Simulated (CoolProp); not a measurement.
Values from CoolProp's reference Helmholtz-energy equation of state, McLinden 2015.

Q: For the fluoroketone C6F12O (FK-5-1-12), give the phase and the Z, Joule-Thomson coefficient (K/MPa), fugacity coefficient at -85.65 °C and 2.18 MPa; 68.65 °C and 2.18 MPa; 130.35 °C and 2.18 MPa.

A: 
- -85.65 °C and 2.18 MPa: liquid; Z 0.231, Joule-Thomson coefficient -0.340, fugacity coefficient 4.81e-6
- 68.65 °C and 2.18 MPa: liquid; Z 0.164, Joule-Thomson coefficient -0.137, fugacity coefficient 0.0925
- 130.35 °C and 2.18 MPa: liquid; Z 0.167, Joule-Thomson coefficient 0.446, fugacity coefficient 0.347
